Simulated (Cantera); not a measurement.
Charge: 1 mol SiH2Cl2, 15 mol H2, held at 0.00310 bar.

Method: chemical equilibrium by Gibbs-energy minimisation in Cantera with the NASA 1993 tables (ideal gas, pure condensed phases). Candidate condensed phases: Si; 19 gas species. The numbers say what is thermodynamically allowed, not how fast it happens.

Over these rows the condensed part is Si(s). Partial pressures as log10 of bar:

```json
[
 {"T (K)": "1200", "1000/T (1/K)": "0.8333", "log p SiHCl3": "-5.70", "log p H2": "-2.55", "log p HCl": "-3.64", "log p SiCl2": "-4.35"},
 {"T (K)": "1250", "1000/T (1/K)": "0.8000", "log p SiHCl3": "-6.02", "log p H2": "-2.55", "log p HCl": "-3.62", "log p SiCl2": "-4.29"},
 {"T (K)": "1300", "1000/T (1/K)": "0.7692", "log p SiHCl3": "-6.35", "log p H2": "-2.55", "log p HCl": "-3.62", "log p SiCl2": "-4.26"},
 {"T (K)": "1350", "1000/T (1/K)": "0.7407", "log p SiHCl3": "-6.67", "log p H2": "-2.55", "log p HCl": "-3.62", "log p SiCl2": "-4.24"},
 {"T (K)": "1400", "1000/T (1/K)": "0.7143", "log p SiHCl3": "-6.97", "log p H2": "-2.55", "log p HCl": "-3.62", "log p SiCl2": "-4.22"},
 {"T (K)": "1450", "1000/T (1/K)": "0.6897", "log p SiHCl3": "?", "log p H2": "-2.55", "log p HCl": "-3.62", "log p SiCl2": "-4.21"}
]
```

Q: Fit log p(SiHCl3) = a + b·(1000/T) to the five rows, give the apparent enthalpy, and predict the row at 1450 K.

A: Means: 1000/T = 0.7715, log p = -6.342. Sxy = 0.094895, Sxx = 0.0088573, so b = 10.71 and a = -6.342 − (10.71)×0.7715 = -14.60.
Apparent enthalpy: −19.145 × (10.71) = -205 kJ/mol. With the condensed phases at unit activity, Si(s) + 3 HCl(g) = SiHCl3(g) + H2(g) links this pressure to the main gases: over the six rows their terms move log p by +0.06 in all, so the slope is close to that reaction's ΔH°. The five rows lie within 0.02 of the line.
Prediction at 1450 K: -14.60 + (10.71)×0.6897 = -7.21. The computed value is -7.25, 0.04 from the line.
